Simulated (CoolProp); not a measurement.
Saturated liquid density (kg/m³) of n-hexane: the reference equation beside estimates from Tc = 507.8 K, pc = 3.044 MPa, ω = 0.300.

Model: reference Helmholtz-energy equation of state, Thol 2019, in CoolProp.

```
T (K)  reference  van der Waals  Redlich-Kwong
-----  ---------  -------------  -------------
358.3      596.7              …          511.1
360.4      594.5              …          508.8
362.5      592.3          350.3          506.4
364.6      590.1          349.0          504.1
366.7      587.9          347.6              …
368.8      585.6          346.3          499.3
370.9      583.4          345.0          496.9
373        581.1          343.6          494.5
375.1      578.8              …          492.0
377.2          …          340.8          489.5
379.3          …          339.4          487.0
381.4      571.9          338.0          484.5
383.5          …          336.6          481.9
385.6      567.1          335.2          479.3
```

Q: Some entries are withheld; supply them.

A: 
- 358.3, van der Waals: 352.9
- 360.4, van der Waals: 351.6
- 366.7, Redlich-Kwong: 501.7
- 375.1, van der Waals: 342.2
- 377.2, reference: 576.5
- 379.3, reference: 574.2
- 383.5, reference: 569.5

Absolute difference from the reference over all 14 rows, mean and median: van der Waals 40.9 and 40.9 %, Redlich-Kwong 14.9 and 14.9 %.
